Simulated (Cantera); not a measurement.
## Hydrocarbon pyrolysis for carbon deposition

A perfectly stirred reactor is fed with 25.6 % C3H8, 74.4 % H2, at 0.132 atm; it is held at 1948 K, and followed from long to short residence time.

Detailed kinetics in Cantera: GRI-Mech 3.0 (53 species, 325 reactions). GRI-Mech 3.0 was tuned for natural gas; its chemistry of propane as a main component is partial and can be far from experiment. GRI-Mech 3.0 stops at C3 and has no aromatics, soot or wall deposition, so with more carbon than oxygen in the feed, carbon stays in small species such as C2H2 where larger ones or solid carbon would form.

```
τ (s)     x C3H8   x H2    x CH4      x H    x C2H6    x CH2    x C2H
------  --------  -----  -------  -------  --------  -------  -------
1.1      8.26e-7  0.776  0.00553  0.00275   4.29e-7  1.59e-6  1.19e-5
0.48     1.89e-6  0.774  0.00827  0.00275   9.62e-7  2.31e-6  1.19e-5
0.21     4.34e-6  0.771   0.0123  0.00276   2.16e-6  3.33e-6  1.19e-5
0.090    1.01e-5  0.766   0.0184  0.00279   4.94e-6  4.77e-6  1.20e-5
0.039    2.32e-5  0.759   0.0270  0.00284   1.10e-5  6.70e-6  1.21e-5
0.017    5.28e-5  0.750   0.0386  0.00292   2.40e-5  9.28e-6  1.24e-5
0.0072  0.000123  0.738   0.0542  0.00306   5.20e-5  1.29e-5  1.28e-5
0.0031  0.000279  0.722   0.0731  0.00324  0.000107  1.75e-5  1.33e-5
0.0013  0.000647  0.703   0.0954  0.00348  0.000217  2.39e-5  1.38e-5
```
x: mole fraction; the columns are a selection and need not sum to one.
